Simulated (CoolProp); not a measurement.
Carbon monoxide along the isobar 1.82 MPa: Z from the reference equation and from simpler models built on Tc = 132.9 K, pc = 3.498 MPa, ω = 0.050; each cubic takes its own stable root.

Computed with CoolProp (reference Helmholtz-energy equation of state, Lemmon 2006). It is a short technical equation, of lower accuracy than the large ones.

```
T (K)  phase  reference
-----  -----  ---------
129.5    gas     0.7769
147.1    gas     0.8611
164.7    gas     0.9065
182.4    gas     0.9349
200      gas     0.9537
217.6    gas     0.9668
235.3    gas     0.9763
252.9    gas     0.9833
270.5    gas     0.9886
288.2    gas     0.9927
305.8    gas     0.9958
```

Question: How far does each simpler model (Pitzer virial, van der Waals, Redlich-Kwong, Soave-Redlich-Kwong, Peng-Robinson) lie from the reference over these 11 states: mean and median of the absolute difference, and the worst?

Answer: 
- Pitzer virial: mean 0.6 %, median 0.1 %, worst +4.0 % at 129.5 K and 1.82 MPa
- van der Waals: mean 1.0 %, median 0.9 %, worst +3.3 % at 129.5 K and 1.82 MPa
- Redlich-Kwong: mean 0.3 %, median 0.3 %, worst -0.4 % at 147.1 K and 1.82 MPa
- Soave-Redlich-Kwong: mean 0.3 %, median 0.3 %, worst +0.4 % at 252.9 K and 1.82 MPa
- Peng-Robinson: mean 1.1 %, median 0.8 %, worst -2.8 % at 129.5 K and 1.82 MPa
